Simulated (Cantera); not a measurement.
Gas mixture: N2O = 0.48 (molar parts), at 0.330 bar, frozen composition.

Cantera's kinetic-theory transport with the Lennard-Jones parameters of GRI-Mech 3.0, ideal gas; thermal conductivity in the multicomponent form.

D: mixture-averaged diffusion coefficient of that species in the mixture.

```tsv
T (K)	ρ (kg/m³)	cp (J/kg/K)	μ (µPa s)	λ (mW/m/K)	Pr	D (cm²/s) CH3	D (cm²/s) CO2	D (cm²/s) C2H2
400	0.437	970.3	19.5	25.3	0.746	0.899	0.590	0.646
500	0.349	1043	23.6	33.0	0.745	1.34	0.893	0.974
600	0.291	1101	[?]	[?]	0.744	[?]	[?]	[?]
700	0.250	1150	30.8	47.7	0.743	2.43	1.64	1.78
800	0.218	1192	[?]	[?]	0.742	[?]	[?]	[?]
900	0.194	1227	37.1	61.4	0.741	3.74	2.54	2.75
1000	0.175	1255	40.0	67.9	0.740	4.48	3.05	3.30
```

Task: Complete the blanks.

Result: 
- 600, μ (µPa s): 27.3
- 600, λ (mW/m/K): 40.4
- 600, D (cm²/s) CH3: 1.86
- 600, D (cm²/s) CO2: 1.24
- 600, D (cm²/s) C2H2: 1.35
- 800, μ (µPa s): 34.0
- 800, λ (mW/m/K): 54.7
- 800, D (cm²/s) CH3: 3.06
- 800, D (cm²/s) CO2: 2.07
- 800, D (cm²/s) C2H2: 2.24
